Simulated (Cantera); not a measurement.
Input: 1 mol SiCl₄, 4.2 mol HCl, 4.6 mol H₂, equilibrated at 1225 K and 0.133 bar.

These are equilibrium values from Cantera (NASA tables, ideal gas, pure condensed phases), not measurements of a reactor. Candidate condensed phases: Si; 19 gas species. The tables' values for SiCl₃ are old estimates; treat these amounts as uncertain. The numbers say what is thermodynamically allowed, not how fast it happens.

Base state: H₂ 0.464, HCl 0.434, SiCl₄ 0.0959, SiHCl₃ 0.00319, SiCl₃ 0.00235, SiCl₂ 0.000456, SiH₂Cl₂ 1.42e-5 (mole fractions); condensed: gas only.

What changes in the equilibrium state with this change: HCl from 4.2 to 0.67 mol?


| species | before | after |
|---|---|---|
| H₂ | 0.464 | 0.693 |
| HCl | 0.434 | 0.149 |
| SiCl₄ | 0.0959 | 0.122 |
| SiHCl₃ | 0.00319 | 0.0176 |
| SiCl₃ | 0.00235 | 0.0106 |
| SiH₂Cl₂ | 1.42e-5 | 0.000342 |
| SiCl₂ | 0.000456 | 0.00733 |
